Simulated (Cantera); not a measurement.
A closed system holds: 1 mol Ta, 9.5 mol O2, 67 mol N2, held at 13.3 mbar.

Equilibrium computed with Cantera from the NASA thermochemical tables; the gas is ideal and each condensed phase is pure. Candidate condensed phases: Ta, Ta2O5; 12 gas species. The numbers say what is thermodynamically allowed, not how fast it happens. All values below are at 1825 K.

Base state: N2 0.888, O2 0.108, NO 0.00344, O 0.000437 (mole fractions); condensed: Ta2O5(s).

**Question.** What changes in the equilibrium state with this change: Ta replaced by Zr?

**Answer.** 
```csv
species,before,after
N2,0.888,0.885
O2,0.108,0.111
NO,0.00344,0.00348
O,0.000437,0.000443
"Ta2O5(s), mol",0.500,0
"ZrO2(tetragonal), mol",0,1.00
```
Further candidate phases: Zr, ZrN, ZrO2.
